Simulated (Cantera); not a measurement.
**N2O furnace oxynitridation**

An isothermal, constant-pressure homogeneous reactor starts with 26.9 % N2O, 0.591 % H2, 72.5 % N2, at 1423 K and 13.5 Torr.

Detailed kinetics in Cantera: GRI-Mech 3.0 (53 species, 325 reactions). GRI-Mech 3.0 was tuned for natural gas; its chemistry of N2O as a main component is partial and can be far from experiment. Radical loss at walls, strong at low pressure, is not modelled. The temperature is held fixed by assumption; the heat of reaction is taken as removed at once.

```
t (s)        x N2O      x H2    x H2O      x O      x H      x NO   x N2
--------  --------  --------  -------  -------  -------  --------  -----
3.00e-5      0.269   0.00591  1.06e-9  1.51e-6  2.42e-8   1.54e-8  0.725
0.000196     0.269   0.00591  3.32e-7  7.88e-6  5.25e-7   6.00e-7  0.725
0.00128      0.268   0.00583  5.71e-5  1.79e-5  5.94e-6   1.52e-5  0.726
0.00838      0.266   0.00386  0.00196  2.27e-5  1.52e-5  0.000211  0.728
0.0548       0.257  0.000210  0.00564  3.03e-5  6.72e-7   0.00115  0.734
0.358        0.224   3.64e-7  0.00578  3.02e-5  1.53e-7   0.00649  0.750
2.34        0.0958   4.52e-7  0.00544  2.88e-5  2.30e-7    0.0271  0.811
15.3      0.000832   3.38e-7  0.00521  1.32e-5  1.21e-7    0.0415  0.857
100        4.56e-7   8.14e-8  0.00521  3.13e-6  1.43e-8    0.0415  0.858
```
x: mole fraction; the columns are a selection and need not sum to one.

Equilibrium at this temperature and pressure: N2O 5.78e-9, H2 7.35e-8, H2O 0.00521, O 3.44e-6, H 1.35e-8, NO 0.000648, N2 0.878 (gas phase only).
